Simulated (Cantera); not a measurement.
Input (Python, Cantera) and output of one run.

```python
import numpy as np
import cantera as ct

gas_names = """
    H H2 N NH NH2 NH3 N2 N2H2 N2H4 Si SiH SiH2 SiH3 SiH4 SiN Si2 Si2N Si3
""".split()
cond_names = """
    Si(cr) Si(L) Si3N4(a)
""".split()


# ... load() reads the species with a 1 bar reference pressure and builds the phases ...
atoms = {
    'Si3N4': {'Si': 3, 'N': 4},
    'H2': {'H': 2},
    'N2': {'N': 2},
}
top_T = {'Si3N4(a)': 2400}  # K; cautious upper limits of use, not melting points


# ... equilibrate(T, P, feed) seeds the gas with the atoms and calls Mixture.equilibrate('TP', solver="vcs", rtol=1e-11, max_steps=5000) ...
results = []
feed = {'Si3N4': 1, 'H2': 1.4, 'N2': 0.79}  # mol
T = 1850  # K
P = 12  # Pa
mix = equilibrate(T, P, feed)
results.append((T, P, feed, dict(zip(mix.species_names, mix.species_moles))))
x = sorted(zip(gas.X, gas.species_names), reverse=True)
print(f"T = {T:g} K  P = {P:g} Pa  gas = {mix.phase_moles(0):.4g} mol")
print("   x: " + "  ".join(f"{s} {v:.3e}" for v, s in x if v > 1e-05))
print("   condensed (mol): " + ("  ".join(f"{mix.phase(i).name} {mix.phase_moles(i):.4g}"
      for i in range(1, mix.n_phases) if mix.phase_moles(i) > 1e-12) or "none"))
```

Result:

```
T = 1850 K  P = 12 Pa  gas = 4.496 mol
   x: N2 6.204e-01  H2 2.978e-01  Si 5.374e-02  H 2.684e-02  Si2 3.760e-04  SiH 3.185e-04  Si2N 2.710e-04  SiN 1.778e-04  Si3 8.708e-05  SiH2 1.256e-05
   condensed (mol): Si(L) 2.749
```

Cantera equilibrium calculation (NASA polynomials, part measured and part estimated; ideal gas, pure solids and liquids). The tables' values for SiN are old estimates; treat these amounts as uncertain. Gases not in the tables: Si2H6 and higher silanes.
